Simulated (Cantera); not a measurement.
Input: 1 mol Mg(OH)₂, 5 mol CO₂, held at 1225 K and 58000 Pa.

Method: chemical equilibrium by Gibbs-energy minimisation in Cantera with the NASA 1993 tables (ideal gas, pure condensed phases). Candidate condensed phases: C, C₆H₆, C₇H₈, C₈H₁₈, H₂O, Mg, MgCO₃, MgO, Mg(OH)₂; 116 gas species. The numbers say what is thermodynamically allowed, not how fast it happens.

Base state: CO₂ 0.833, H₂O 0.167, CO 1.27e-5 (mole fractions); condensed: MgO(s).

Task: What changes in the equilibrium state with this change: temperature from 1225 K to 1875 K?

Result: 
| species | before | after |
|---|---|---|
| CO₂ | 0.833 | 0.822 |
| H₂O | 0.167 | 0.165 |
| CO | 1.27e-5 | 0.00757 |
| O₂ | 7.12e-6 | 0.00382 |
| O | <1e-9 | 1.95e-5 |
| H | <1e-9 | 1.66e-5 |
| OH | 4.71e-7 | 0.000577 |
| MgO(s), mol | 1.00 | 1.000 |
